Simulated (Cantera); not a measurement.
A Cantera script and what it prints.

```python
import numpy as np
import cantera as ct

gas_names = [...]  # 109 gases of nasa_gas.yaml made of C, Cl, H, Si
cond_names = """
    C(gr) C6H6(L) C7H8(L) C8H18(L),n-octa Si(cr) Si(L) SiC(b)
""".split()


# ... load() reads the species with a 1 bar reference pressure and builds the phases ...
atoms = {
    '(CH3)2SiCl2': {'C': 2, 'H': 6, 'Si': 1, 'CL': 2},
    'C2H2': {'C': 2, 'H': 2},
    'H2': {'H': 2},
}
top_T = {'C(gr)': 4500, 'SiC(b)': 3050}  # K; cautious upper limits of use, not melting points


# ... equilibrate(T, P, feed) seeds the gas with the atoms and calls Mixture.equilibrate('TP', solver="vcs", rtol=1e-11, max_steps=5000) ...
results = []
feed = {'(CH3)2SiCl2': 1, 'C2H2': 0.48, 'H2': 20}  # mol
T = 2575  # K
P = 11000  # Pa
mix = equilibrate(T, P, feed)
results.append((T, P, feed, dict(zip(mix.species_names, mix.species_moles))))
print(gas.report(threshold=1e-05))
for i in range(1, mix.n_phases):
    print(f"{mix.phase(i).name:16s} {mix.phase_moles(i):12.5e} mol")
```

Result:

```
       temperature   2575 K
          pressure   11000 Pa
           density   0.0030701 kg/m^3
  mean mol. weight   5.9755 kg/kmol
   phase of matter   gas

                          1 kg             1 kmol
                     ---------------   ---------------
          enthalpy        1.7553e+07        1.0489e+08  J
   internal energy         1.397e+07        8.3479e+07  J
           entropy             38019        2.2718e+05  J/K
    Gibbs function       -8.0345e+07        -4.801e+08  J
 heat capacity c_p            5881.4             35144  J/K
 heat capacity c_v            4489.9             26830  J/K

                      mass frac. Y      mole frac. X     chem. pot. / RT
                     ---------------   ---------------   ---------------
               CH3        4.7956e-05         1.906e-05           -37.467
               C2H        0.00047921         0.0001144           -18.042
             C2HCL        0.00012361        1.2213e-05           -43.102
    C2H2,acetylene           0.05068          0.011631           -29.421
   C2H2,vinylidene        5.0521e-05        1.1594e-05           -29.421
                C3        8.4507e-05        1.4014e-05           -9.9961
              C4H2        0.00059304         7.079e-05           -36.085
                CL          0.031504         0.0053104            -25.06
                 H           0.01567          0.092891           -11.378
               HCL           0.39297          0.064409           -36.438
                H2           0.26693           0.79119           -22.756
                Si          0.091995          0.019573           -8.5932
               SiC        8.7006e-05        1.2967e-05           -11.925
              SiC2          0.054567         0.0062577           -15.257
              SiCL          0.017137         0.0016118           -33.653
             SiCL2          0.031736         0.0019158           -58.712
               SiH         0.0066497         0.0013658           -19.971
              SiH2         0.0013938        0.00027669            -31.35
               Si2         0.0014386        0.00015305           -17.186
              Si2C          0.035645          0.003124           -20.518
     [  +89 minor]        0.00022096        3.2771e-05

C(gr)             1.90751e+00 mol
Si(L)             0.00000e+00 mol
SiC(b)            0.00000e+00 mol
```

These are equilibrium values from Cantera (NASA tables, ideal gas, pure condensed phases), not measurements of a reactor. The feed counts by its element totals alone. The tables' values for SiCl are old estimates; treat these amounts as uncertain. Gases not in the tables: Si2H6 and higher silanes.
